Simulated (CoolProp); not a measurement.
n-perfluorohexane along the isotherm 428.2 K: fugacity coefficient from the reference equation and from simpler models built on Tc = 448.0 K, pc = 17.42 bar, ω = 0.497; each cubic takes its own stable root.

Values from CoolProp's reference Helmholtz-energy equation of state, Gao 2022.

```tsv
p (bar)	phase	reference	van der Waals	Redlich-Kwong	Peng-Robinson
0.275	gas	0.9935	0.9948	0.9939	0.9930
0.49	gas	0.9885	0.9907	0.9891	0.9876
0.871	gas	0.9795	0.9835	0.9807	0.9779
1.55	gas	0.9636	0.9706	0.9657	0.9609
2.75	gas	0.9356	0.9479	0.9393	0.9311
4.9	gas	0.8856	0.9073	0.8926	0.8785
8.71	gas	0.7970	0.8351	0.8106	0.7873
15.5	liquid	0.5696	0.6825	0.6275	0.5689
27.5	liquid	0.3536	0.4530	0.4019	0.3572
49	liquid	0.2339	0.3295	0.2763	0.2389
87.1	liquid	0.1736	0.2820	0.2150	0.1787
```
